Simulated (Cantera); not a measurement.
## Thermodynamics of silicon carbide growth, feed SiCl4 + C2H4 + H2 + CH4

Input: 1 mol SiCl4, 0.009 mol C2H4, 77 mol H2, 0.72 mol CH4, held at 375 Torr.

Equilibrium computed with Cantera from the NASA thermochemical tables; the gas is ideal and each condensed phase is pure. Candidate condensed phases: C, C6H6, C7H8, C8H18, Si, SiC; 109 gas species. The tables' values for SiCl3, SiCl are old estimates; treat these amounts as uncertain. Gases not in the tables: Si2H6 and higher silanes. Equilibrium is a limit: real reactors are often held back by kinetics, nucleation or transport.

From 950 °C to 1600 °C the condensed part is SiC(s). The main Si-bearing gas is SiCl4 at 950 °C and SiCl2 at 1600 °C.

```json
[
 {"T (°C)": "950", "log p H2": "-0.32", "log p HCl": "-1.71", "log p SiCl2": "-3.65", "log p SiCl4": "-3.14", "log p SiHCl3": "-3.26", "log p H": "-6.68", "n SiC(s)": "0.730"},
 {"T (°C)": "1000", "log p H2": "-0.32", "log p HCl": "-1.70", "log p SiCl2": "-3.35", "log p SiCl4": "-3.31", "log p SiHCl3": "-3.33", "log p H": "-6.31", "n SiC(s)": "0.734"},
 {"T (°C)": "1050", "log p H2": "-0.32", "log p HCl": "-1.69", "log p SiCl2": "-3.13", "log p SiCl4": "-3.53", "log p SiHCl3": "-3.46", "log p H": "-5.96", "n SiC(s)": "0.735"},
 {"T (°C)": "1100", "log p H2": "-0.32", "log p HCl": "-1.68", "log p SiCl2": "-2.99", "log p SiCl4": "-3.80", "log p SiHCl3": "-3.64", "log p H": "-5.64", "n SiC(s)": "0.736"},
 {"T (°C)": "1150", "log p H2": "-0.32", "log p HCl": "-1.67", "log p SiCl2": "-2.91", "log p SiCl4": "-4.10", "log p SiHCl3": "-3.85", "log p H": "-5.34", "n SiC(s)": "0.736"},
 {"T (°C)": "1200", "log p H2": "-0.32", "log p HCl": "-1.67", "log p SiCl2": "-2.87", "log p SiCl4": "-4.41", "log p SiHCl3": "-4.08", "log p H": "-5.06", "n SiC(s)": "0.736"},
 {"T (°C)": "1250", "log p H2": "-0.32", "log p HCl": "-1.67", "log p SiCl2": "-2.84", "log p SiCl4": "-4.71", "log p SiHCl3": "-4.32", "log p H": "-4.80", "n SiC(s)": "0.737"},
 {"T (°C)": "1300", "log p H2": "-0.32", "log p HCl": "-1.67", "log p SiCl2": "-2.82", "log p SiCl4": "-5.01", "log p SiHCl3": "-4.54", "log p H": "-4.55", "n SiC(s)": "0.737"},
 {"T (°C)": "1350", "log p H2": "-0.32", "log p HCl": "-1.67", "log p SiCl2": "-2.81", "log p SiCl4": "-5.30", "log p SiHCl3": "-4.76", "log p H": "-4.32", "n SiC(s)": "0.737"},
 {"T (°C)": "1400", "log p H2": "-0.32", "log p HCl": "-1.67", "log p SiCl2": "-2.81", "log p SiCl4": "-5.57", "log p SiHCl3": "-4.97", "log p H": "-4.10", "n SiC(s)": "0.737"},
 {"T (°C)": "1450", "log p H2": "-0.32", "log p HCl": "-1.67", "log p SiCl2": "-2.80", "log p SiCl4": "-5.83", "log p SiHCl3": "-5.17", "log p H": "-3.90", "n SiC(s)": "0.737"},
 {"T (°C)": "1500", "log p H2": "-0.32", "log p HCl": "-1.67", "log p SiCl2": "-2.80", "log p SiCl4": "-6.07", "log p SiHCl3": "-5.35", "log p H": "-3.71", "n SiC(s)": "0.737"},
 {"T (°C)": "1550", "log p H2": "-0.32", "log p HCl": "-1.67", "log p SiCl2": "-2.80", "log p SiCl4": "-6.30", "log p SiHCl3": "-5.53", "log p H": "-3.52", "n SiC(s)": "0.737"},
 {"T (°C)": "1600", "log p H2": "-0.32", "log p HCl": "-1.67", "log p SiCl2": "-2.80", "log p SiCl4": "-6.52", "log p SiHCl3": "-5.70", "log p H": "-3.35", "n SiC(s)": "0.737"}
]
```
log p: log10 of the partial pressure in bar; n: condensed amount in mol.
